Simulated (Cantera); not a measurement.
Charge: 1 mol SiH₂Cl₂, 38 mol N₂, held at 1773 K and 11.0 mbar.

Method: chemical equilibrium by Gibbs-energy minimisation in Cantera with the NASA 1993 tables (ideal gas, pure condensed phases). Candidate condensed phases: NH₄Cl, Si, Si₃N₄; 28 gas species. The tables' values for SiCl, SiCl₃ are old estimates; treat these amounts as uncertain. Kinetics and transport are ignored.

Problem. What is the equilibrium state?

Solution. 
- x(N₂): 0.949
- x(H₂): 0.0186
- x(SiCl₂): 0.0184
- x(HCl): 0.0127
- x(H): 0.000370
- x(Cl): 0.000194
- x(Si): 0.000128
- x(SiCl): 0.000128
- x(SiCl₃): 0.000102
- n(Si₃N₄(s)): 0.0834 mol
- gas amount: 39.85 mol
- log10 activity of Si(l) (absent): -0.18
